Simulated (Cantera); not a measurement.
An isothermal, constant-pressure homogeneous reactor starts with H2 : O2 : N2 = 0.071 : 1 : 1.8 (molar parts), equivalence ratio 0.035, at 1275 K and 230 Pa.

Computed with Cantera and GRI-Mech 3.0 (53 species, 325 reactions). Radical loss at walls, strong at low pressure, is not modelled.

Q: Predict: x(H2) at 2.00 s; x(O2) at 2.00 s; x(NO) at 2.00 s; x(N2O) at 2.00 s; x(H2O) at 2.00 s.

A: 
```
Property                                             Value
----------------  ----------------------------------------
x(H2) at 2.00 s   0.000363 (gas-phase equilibrium 4.97e-8)
x(O2) at 2.00 s        0.332 (gas-phase equilibrium 0.340)
x(NO) at 2.00 s   4.42e-7 (gas-phase equilibrium 0.000385)
x(N2O) at 2.00 s   1.52e-9 (gas-phase equilibrium 1.11e-9)
x(H2O) at 2.00 s     0.0224 (gas-phase equilibrium 0.0250)
```
